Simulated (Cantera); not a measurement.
Feed: 1 mol Pb, 34 mol N₂.

Method: chemical equilibrium by Gibbs-energy minimisation in Cantera with the NASA 1993 tables (ideal gas, pure condensed phases). Candidate condensed phases: Pb; 4 gas species. The numbers say what is thermodynamically allowed, not how fast it happens.

What condenses at these points (T in °C, P in Pa): (1327, 10); (1327, 10); (1327, 37000); (1177, 1400); (1302, 1000000)?


```json
[
 {"T (°C)": "1327", "P in Pa": "10", "condensed phases": "gas only", "Pb condensed (%)": "0.0"},
 {"T (°C)": "1327", "P in Pa": "10", "condensed phases": "gas only", "Pb condensed (%)": "0.0"},
 {"T (°C)": "1327", "P in Pa": "37000", "condensed phases": "gas only", "Pb condensed (%)": "0.0"},
 {"T (°C)": "1177", "P in Pa": "1400", "condensed phases": "gas only", "Pb condensed (%)": "0.0"},
 {"T (°C)": "1302", "P in Pa": "1000000", "condensed phases": "Pb", "Pb condensed (%)": "83.3"}
]
```
